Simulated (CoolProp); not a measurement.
Vapour-liquid equilibrium of n-butane (1) + R113 (2) at 98.35 °C; x and y are mole fractions of (1).

Computed with CoolProp (multi-fluid Helmholtz-energy mixture model, Bücker 2006 and Marx 1992; pair parameters Bell 2016).

**Question.** Give the bubble pressure and the first vapour's composition at x = 0.2, 0.425, 0.575. Is there an azeotrope?

**Answer.** x = 0.2: 0.6473 MPa, y = 0.440; x = 0.425: 0.8856 MPa, y = 0.675; x = 0.575: 1.038 MPa, y = 0.778. No azeotrope shows between x = 0.05 and 0.95.

The pair parameters rest on a limited set of measurements; away from them the model extrapolates.
